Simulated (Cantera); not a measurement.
Equilibrium for metals in furnace atmospheres: Fe + NH3 + H2 + SO2

Input: 1 mol Fe, 0.68 mol NH3, 7.9 mol H2, 0.012 mol SO2, equilibrated at 550000 Pa.

These are equilibrium values from Cantera (NASA tables, ideal gas, pure condensed phases), not measurements of a reactor. Candidate condensed phases: Fe, FeO, Fe(OH)2, Fe(OH)3, FeS, FeSO4, FeS2, Fe2O3, Fe2(SO4)3, Fe3O4, H2O, H2SO4, S; 38 gas species. FeS: taken at fixed stoichiometry. Condensed phases not in the tables: Fe4N. Kinetics and transport are ignored.

| T (K) | x H2 | x N2 | x NH3 | x H2O | x H2S | x H | x SH | n Fe(α) | n FeS(s) | n Fe(γ) | n Fe(δ) |
|---|---|---|---|---|---|---|---|---|---|---|---|
| 798 | 0.959 | 0.0353 | 0.00296 | 0.00260 | 0.000144 | 1.11e-12 | 2.55e-12 | 0.989 | 0.0107 | 0 | 0 |
| 898 | 0.960 | 0.0362 | 0.00121 | 0.00259 | 0.000432 | 4.57e-11 | 1.20e-10 | 0.992 | 0.00800 | 0 | 0 |
| 998 | 0.959 | 0.0364 | 0.000582 | 0.00259 | 0.00104 | 8.98e-10 | 2.62e-9 | 0.998 | 0.00238 | 0 | 0 |
| 1098 | 0.959 | 0.0366 | 0.000317 | 0.00259 | 0.00130 | 1.03e-8 | 1.99e-8 | 1.00 | 0 | 0 | 0 |
| 1198 | 0.959 | 0.0366 | 0.000191 | 0.00259 | 0.00130 | 7.94e-8 | 8.99e-8 | 0 | 0 | 1.00 | 0 |
| 1298 | 0.959 | 0.0367 | 0.000124 | 0.00259 | 0.00130 | 4.48e-7 | 3.21e-7 | 0 | 0 | 1.00 | 0 |
| 1398 | 0.959 | 0.0367 | 8.52e-5 | 0.00259 | 0.00130 | 1.98e-6 | 9.58e-7 | 0 | 0 | 1.00 | 0 |
| 1498 | 0.959 | 0.0367 | 6.17e-5 | 0.00259 | 0.00129 | 7.18e-6 | 2.47e-6 | 0 | 0 | 1.00 | 0 |
| 1598 | 0.959 | 0.0367 | 4.65e-5 | 0.00259 | 0.00129 | 2.22e-5 | 5.63e-6 | 0 | 0 | 1.000 | 0 |
| 1698 | 0.959 | 0.0367 | 3.62e-5 | 0.00259 | 0.00128 | 6.04e-5 | 1.16e-5 | 0 | 0 | 0 | 1.000 |
x: gas mole fraction; n: condensed amount in mol.

From 798 K to 998 K the condensed part is Fe(α) + FeS(s). At 1098 K the condensed part is Fe(α). From 1198 K to 1598 K the condensed part is Fe(γ). At 1698 K the condensed part is Fe(δ).
